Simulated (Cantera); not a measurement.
Input (Python, Cantera):

```python
import numpy as np
import cantera as ct

gas = ct.Solution("gri30.yaml")
gas.TPX = 1550, 31000, {'CH4': 0.024, 'H2': 0.54, 'H': 0.041}
reactor = ct.IdealGasConstPressureReactor(gas, energy="off", clone=False)
net = ct.ReactorNet([reactor])
net.rtol, net.atol = 1e-08, 1e-18
show = ['CH4', 'H2', 'H', 'CH3', 'CH2']
times = np.geomspace(7e-05, 7, 11)

steps = ct.SolutionArray(gas, extra=["t"])
rows = []
print(f"{'t/s':>10s}{'T/K':>9s}{'P/Pa':>11s}" + "".join(f"{s:>11s}" for s in show))
for t in times:
    while net.time < t:
        t_next = net.step()
        steps.append(gas.state, t=t_next)
    rows.append([np.interp(t, steps.t, y) for y in (steps.T, steps.P, *steps(*show).X.T)])
    print(f"{t:10.3e}{rows[-1][0]:9.1f}{rows[-1][1]:11.4g}" + "".join(f"{x:11.3e}" for x in rows[-1][2:]))
rate = np.gradient(steps.T, steps.t)
print("integrator steps:", len(steps.t))
if steps.T.max() > steps.T[0] + 200:
    print(f"time of steepest temperature rise: {steps.t[rate.argmax()]:.4e} s")
gas.TPX = 1550, 31000, {'CH4': 0.024, 'H2': 0.54, 'H': 0.041}
gas.equilibrate("TP")
print(f"equilibrium (TP): T = {gas.T:.1f} K  " + "  ".join(f"{s} {gas[s].X[0]:.3e}" for s in show))
```

It prints:

```
       t/s      T/K       P/Pa        CH4         H2          H        CH3        CH2
 7.000e-05   1550.0    3.1e+04  3.595e-02  9.592e-01  1.733e-03  1.320e-03  1.410e-06
 2.214e-04   1550.0    3.1e+04  3.669e-02  9.604e-01  5.444e-04  4.207e-04  1.821e-07
 7.000e-04   1550.0    3.1e+04  3.686e-02  9.609e-01  1.810e-04  1.406e-04  2.220e-08
 2.214e-03   1550.0    3.1e+04  3.689e-02  9.610e-01  7.327e-05  5.700e-05  3.753e-09
 7.000e-03   1550.0    3.1e+04  3.686e-02  9.610e-01  5.222e-05  4.059e-05  1.915e-09
 2.214e-02   1550.0    3.1e+04  3.673e-02  9.611e-01  5.165e-05  4.001e-05  1.866e-09
 7.000e-02   1550.0    3.1e+04  3.635e-02  9.613e-01  5.170e-05  3.963e-05  1.849e-09
 2.214e-01   1550.0    3.1e+04  3.521e-02  9.619e-01  5.189e-05  3.849e-05  1.802e-09
 7.000e-01   1550.0    3.1e+04  3.207e-02  9.635e-01  5.241e-05  3.535e-05  1.672e-09
 2.214e+00   1550.0    3.1e+04  2.547e-02  9.670e-01  5.368e-05  2.866e-05  1.389e-09
 7.000e+00   1550.0    3.1e+04  1.810e-02  9.708e-01  5.549e-05  2.097e-05  1.054e-09
integrator steps: 1231
equilibrium (TP): T = 1550.0 K  CH4 1.597e-02  H2 9.719e-01  H 5.615e-05  CH3 1.871e-05  CH2 9.528e-10
```

Model: GRI-Mech 3.0 (53 species, 325 reactions), integrated in Cantera. GRI-Mech 3.0 stops at C3 and has no aromatics, soot or wall deposition, so with more carbon than oxygen in the feed, carbon stays in small species such as C2H2 where larger ones or solid carbon would form.
